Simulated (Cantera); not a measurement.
An isothermal, constant-pressure homogeneous reactor starts with CO : O2 : H2O : N2 = 0.013 : 0.0026 : 0.00089 : 1 (molar parts), at 1023 K and 5.50 bar.

Cantera simulation using GRI-Mech 3.0 (53 species, 325 reactions); the numbers are that mechanism's predictions, not measurements.

**Question.** Predict: x(CO) at 200 s; x(H2O) at 200 s; x(H) at 200 s.

**Answer.** 
```json
{
 "x(CO) at 200 s": "0.00751 (gas-phase equilibrium 0.00715)",
 "x(H2O) at 200 s": "0.000690 (gas-phase equilibrium 0.000332)",
 "x(H) at 200 s": "1.06e-9 (gas-phase equilibrium 4.15e-11)"
}
```
